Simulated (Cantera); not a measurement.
A closed system holds: 1 mol B, 0.91 mol NH3, 0.73 mol H2, held at 1573.15 K and 0.000320 bar.

Method: chemical equilibrium by Gibbs-energy minimisation in Cantera with the NASA 1993 tables (ideal gas, pure condensed phases). Candidate condensed phases: B, BN; 15 gas species. Mutual solubility and eutectic melting of coexisting phases are not modelled. The tables' values for BH2 are old estimates; treat these amounts as uncertain. The numbers say what is thermodynamically allowed, not how fast it happens.

Base state: H2 0.998, H 0.00227, N2 0.000109, BH2 2.03e-5 (mole fractions); condensed: B(s) + BN(s).

**Question.** What changes in the equilibrium state with this change: temperature from 1573.15 K to 1598 K?

**Answer.** 
```tsv
species	before	after
H2	0.998	0.997
H	0.00227	0.00297
N2	0.000109	0.000198
BH2	2.03e-5	2.55e-5
B(s), mol	0.0904	0.0908
BN(s), mol	0.910	0.909
```

**Question.** What changes in the equilibrium state with this change: temperature from 1573.15 K to 900 K?

**Answer.** 
| species | before | after |
|---|---|---|
| H2 | 0.998 | 1.00 |
| H | 0.00227 | 6.53e-9 |
| N2 | 0.000109 | <1e-9 |
| BH2 | 2.03e-5 | <1e-9 |
| B(s), mol | 0.0904 | 0.0900 |
| BN(s), mol | 0.910 | 0.910 |
